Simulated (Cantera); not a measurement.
A closed system holds: 1 mol SiCl4, 0.088 mol HCl, 260 mol H2, equilibrated at 1023 K and 2.20 mbar.

These are equilibrium values from Cantera (NASA tables, ideal gas, pure condensed phases), not measurements of a reactor. Candidate condensed phases: Si; 19 gas species. The tables' values for SiCl3 are old estimates; treat these amounts as uncertain. Equilibrium is a limit: real reactors are often held back by kinetics, nucleation or transport.

Base state: H2 0.986, HCl 0.0137, SiCl2 0.000340, SiCl4 0.000175, SiHCl3 0.000106, SiCl3 5.31e-5 (mole fractions); condensed: Si(s).

Q: What changes in the equilibrium state with this change: H2 from 260 to 14 mol?

A: 
```csv
species,before,after
H2,0.986,0.889
HCl,0.0137,0.0519
SiCl4,0.000175,0.0438
SiCl3,5.31e-5,0.00334
SiHCl3,0.000106,0.00636
"Si(s), mol",0.821,0.0973
```

Q: What changes in the equilibrium state with this change: H2 from 260 to 11 mol?

A: 
| species | before | after |
|---|---|---|
| H2 | 0.986 | 0.869 |
| SiCl4 | 0.000175 | 0.0576 |
| HCl | 0.0137 | 0.0549 |
| SiCl3 | 5.31e-5 | 0.00410 |
| SiHCl3 | 0.000106 | 0.00772 |
| Si(s), mol | 0.821 | 0.0716 |
